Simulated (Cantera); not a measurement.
An isothermal, constant-pressure homogeneous reactor starts with 50.0 % NH₃, 50.0 % N₂, at 2225 K and 0.530 bar.

Model: the gas-phase N/H chemistry of the illustrative SiF4/NH3 mechanism in the Surface Chemkin manual (1991), integrated in Cantera. Walls and surfaces, which speed up NH3 decomposition in real reactors, are not modelled.

x: mole fraction; the columns are a selection and need not sum to one.

```json
[
 {"t (s)": "2.00e-6", "x NH₃": "0.500", "x H₂": "4.79e-5", "x N": "1.49e-11", "x N₂H₂": "3.88e-9", "x NH": "3.10e-8"},
 {"t (s)": "1.29e-5", "x NH₃": "0.499", "x H₂": "0.000331", "x N": "5.53e-9", "x N₂H₂": "2.97e-7", "x NH": "2.24e-6"},
 {"t (s)": "8.38e-5", "x NH₃": "0.494", "x H₂": "…", "x N": "…", "x N₂H₂": "…", "x NH": "…"},
 {"t (s)": "0.000543", "x NH₃": "0.461", "x H₂": "0.0375", "x N": "1.15e-6", "x N₂H₂": "8.50e-6", "x NH": "4.00e-5"},
 {"t (s)": "0.00352", "x NH₃": "0.302", "x H₂": "0.197", "x N": "3.37e-6", "x N₂H₂": "4.69e-6", "x NH": "4.75e-5"},
 {"t (s)": "0.0228", "x NH₃": "0.0338", "x H₂": "0.465", "x N": "4.39e-6", "x N₂H₂": "3.80e-7", "x NH": "2.53e-5"},
 {"t (s)": "0.147", "x NH₃": "3.79e-5", "x H₂": "0.495", "x N": "3.26e-7", "x N₂H₂": "2.46e-11", "x NH": "4.60e-7"},
 {"t (s)": "0.954", "x NH₃": "4.04e-6", "x H₂": "0.495", "x N": "3.48e-8", "x N₂H₂": "1.61e-12", "x NH": "4.92e-8"},
 {"t (s)": "6.18", "x NH₃": "1.88e-6", "x H₂": "0.495", "x N": "1.62e-8", "x N₂H₂": "1.40e-12", "x NH": "2.29e-8"},
 {"t (s)": "40.0", "x NH₃": "1.88e-6", "x H₂": "0.495", "x N": "1.62e-8", "x N₂H₂": "1.40e-12", "x NH": "2.28e-8"}
]
```

What belongs in the gaps?


- 8.38e-5, x H₂: 0.00373
- 8.38e-5, x N: 1.62e-7
- 8.38e-5, x N₂H₂: 7.73e-6
- 8.38e-5, x NH: 2.64e-5
